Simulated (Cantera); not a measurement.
Input (Python, Cantera) and output of one run.

```python
import numpy as np
import cantera as ct

gas_names = """
    CL CL2 H HCL H2 N NH NH2 NH3 N2 N2H2 N2H4 Si SiCL SiCL2 SiCL3 SiCL4 SiH SiHCL3 SiH2 SiH2CL2 SiH3
    SiH3CL SiH4 SiN Si2 Si2N Si3
""".split()
cond_names = """
    NH4CL(a) NH4CL(b) Si(cr) Si(L) Si3N4(a)
""".split()


# ... load() reads the species with a 1 bar reference pressure and builds the phases ...
atoms = {
    'SiHCl3': {'Si': 1, 'H': 1, 'CL': 3},
    'NH3': {'N': 1, 'H': 3},
}
top_T = {'Si3N4(a)': 2400}  # K; cautious upper limits of use, not melting points


# ... equilibrate(T, P, feed) seeds the gas with the atoms and calls Mixture.equilibrate('TP', solver="gibbs", rtol=1e-10, max_steps=50000) ...
results = []
feed = {'SiHCl3': 1, 'NH3': 35}  # mol
P = 32  # Pa
for T in [850, 925, 1000, 1075, 1150, 1225, 1300, 1375, 1450, 1525, 1600, 1675, 1750, 1825]:
    mix = equilibrate(T, P, feed)
    results.append((T, P, feed, dict(zip(mix.species_names, mix.species_moles))))

top = {s: max(r[3][s] / sum(r[3][g] for g in gas_names) for r in results) for s in gas_names}
cols = sorted((s for s in top if top[s] > 1e-06), key=lambda s: -top[s])[:9]
seen = [c for c in cond_names if any(r[3].get(c, 0) > 1e-12 for r in results)]
print("log10 of partial pressures in bar; condensed amounts in mol")
print(f"{'T/K':>10s}" + "".join(f"{s[:9]:>10s}" for s in cols + seen))
for T, P, feed, n in results:
    ng = sum(n[g] for g in gas_names)
    print(f"{T:10.4g}" + "".join(f"{np.log10(max(n[s] / ng * P / 1e5, 1e-99)):10.3f}" for s in cols)
          + "".join(f"{n.get(c, 0):10.4g}" for c in seen))
```

It prints:

```
log10 of partial pressures in bar; condensed amounts in mol
       T/K        H2        N2       HCL         H        Si     SiCL2        CL      SiCL       SiH    Si(cr)     Si(L)  Si3N4(a)
       850    -3.636    -4.122    -4.871   -12.507   -26.621   -12.769   -13.740   -22.576   -25.895         0         0    0.3333
       925    -3.636    -4.122    -4.871   -11.403   -23.146   -11.444   -12.653   -19.893   -22.799         0         0    0.3333
      1000    -3.636    -4.122    -4.871   -10.462   -20.195   -10.319   -11.728   -17.615   -20.170         0         0    0.3333
      1075    -3.636    -4.122    -4.871    -9.652   -17.658    -9.353   -10.930   -15.657   -17.912         0         0    0.3333
      1150    -3.636    -4.122    -4.871    -8.945   -15.454    -8.515   -10.235   -13.958   -15.951         0         0    0.3331
      1225    -3.636    -4.122    -4.872    -8.324   -13.523    -7.783    -9.625   -12.470   -14.234         0         0    0.3321
      1300    -3.636    -4.122    -4.876    -7.774   -11.818    -7.144    -9.088   -11.159   -12.717         0         0    0.3279
      1375    -3.636    -4.121    -4.888    -7.283   -10.301    -6.595    -8.617   -10.004   -11.368         0         0    0.3143
      1450    -3.636    -4.120    -4.921    -6.842    -8.943    -6.148    -8.216    -8.992   -10.162         0         0    0.2801
      1525    -3.637    -4.114    -4.986    -6.444    -7.724    -5.821    -7.890    -8.120    -9.080    0.2824         0    0.1239
      1600    -3.639    -4.110    -4.993    -6.084    -7.011    -5.810    -7.540    -7.668    -8.492    0.6219         0         0
      1675    -3.641    -4.111    -5.000    -5.756    -6.363    -5.802    -7.222    -7.259    -7.958    0.5259         0         0
      1750    -3.645    -4.114    -5.000    -5.456    -5.824    -5.832    -6.923    -6.931    -7.525         0    0.2777         0
      1825    -3.653    -4.118    -4.974    -5.183    -5.515    -5.992    -6.621    -6.789    -7.316         0         0         0
```

These are equilibrium values from Cantera (NASA tables, ideal gas, pure condensed phases), not measurements of a reactor. Mutual solubility and eutectic melting of coexisting phases are not modelled. The tables' values for SiCl, SiN are old estimates; treat these amounts as uncertain. Gases not in the tables: Si2H6 and higher silanes.
